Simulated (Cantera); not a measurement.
What does this Cantera script print?

```python
import numpy as np
import cantera as ct

gas = ct.Solution("gri30.yaml")
gas.TPX = 1750, 13332, {'C3H8': 1, 'H2': 2.2}
reactor = ct.IdealGasConstPressureReactor(gas, energy="off", clone=False)
net = ct.ReactorNet([reactor])
net.rtol, net.atol = 1e-08, 1e-18
show = ['C3H8', 'H2', 'CH4', 'C2H', 'C2H2', 'C2H6', 'CH2']
times = np.geomspace(0.0001, 300, 12)

steps = ct.SolutionArray(gas, extra=["t"])
rows = []
print(f"{'t/s':>10s}{'T/K':>9s}{'P/Pa':>11s}" + "".join(f"{s:>11s}" for s in show))
for t in times:
    while net.time < t:
        t_next = net.step()
        steps.append(gas.state, t=t_next)
    rows.append([np.interp(t, steps.t, y) for y in (steps.T, steps.P, *steps(*show).X.T)])
    print(f"{t:10.3e}{rows[-1][0]:9.1f}{rows[-1][1]:11.4g}" + "".join(f"{x:11.3e}" for x in rows[-1][2:]))
rate = np.gradient(steps.T, steps.t)
print("integrator steps:", len(steps.t))
if steps.T.max() > steps.T[0] + 200:
    print(f"time of steepest temperature rise: {steps.t[rate.argmax()]:.4e} s")
gas.TPX = 1750, 13332, {'C3H8': 1, 'H2': 2.2}
gas.equilibrate("TP")
print(f"equilibrium (TP): T = {gas.T:.1f} K  " + "  ".join(f"{s} {gas[s].X[0]:.3e}" for s in show))
```

Result:

```
       t/s      T/K       P/Pa       C3H8         H2        CH4        C2H       C2H2       C2H6        CH2
 1.000e-04   1750.0  1.333e+04  9.676e-05  5.777e-01  1.898e-01  1.574e-06  9.029e-02  2.598e-03  9.241e-06
 3.880e-04   1750.0  1.333e+04  4.077e-07  6.053e-01  1.800e-01  7.718e-07  1.412e-01  2.928e-04  1.517e-06
 1.505e-03   1750.0  1.333e+04  7.243e-08  6.266e-01  1.678e-01  6.168e-07  1.801e-01  9.575e-05  6.426e-07
 5.841e-03   1750.0  1.333e+04  6.444e-08  6.475e-01  1.463e-01  8.125e-07  2.015e-01  9.241e-05  7.566e-07
 2.266e-02   1750.0  1.333e+04  2.246e-08  6.836e-01  9.830e-02  9.164e-07  2.149e-01  4.531e-05  6.012e-07
 8.793e-02   1750.0  1.333e+04  2.077e-09  7.271e-01  4.046e-02  1.088e-06  2.305e-01  8.908e-06  3.401e-07
 3.412e-01   1750.0  1.333e+04  8.581e-11  7.488e-01  1.139e-02  1.215e-06  2.383e-01  8.364e-07  1.243e-07
 1.324e+00   1750.0  1.333e+04  1.518e-11  7.542e-01  4.176e-03  1.246e-06  2.402e-01  1.632e-07  4.933e-08
 5.136e+00   1750.0  1.333e+04  1.262e-11  7.547e-01  3.623e-03  1.248e-06  2.403e-01  1.367e-07  4.311e-08
 1.993e+01   1750.0  1.333e+04  1.262e-11  7.547e-01  3.623e-03  1.248e-06  2.403e-01  1.367e-07  4.311e-08
 7.732e+01   1750.0  1.333e+04  1.262e-11  7.547e-01  3.623e-03  1.248e-06  2.403e-01  1.367e-07  4.311e-08
 3.000e+02   1750.0  1.333e+04  1.262e-11  7.547e-01  3.623e-03  1.248e-06  2.403e-01  1.367e-07  4.311e-08
integrator steps: 1556
equilibrium (TP): T = 1750.0 K  C3H8 1.262e-11  H2 7.547e-01  CH4 3.623e-03  C2H 1.248e-06  C2H2 2.403e-01  C2H6 1.367e-07  CH2 4.311e-08
```

Computed with Cantera and GRI-Mech 3.0 (53 species, 325 reactions). GRI-Mech 3.0 was tuned for natural gas; its chemistry of propane as a main component is partial and can be far from experiment. GRI-Mech 3.0 stops at C3 and has no aromatics, soot or wall deposition, so with more carbon than oxygen in the feed, carbon stays in small species such as C2H2 where larger ones or solid carbon would form.
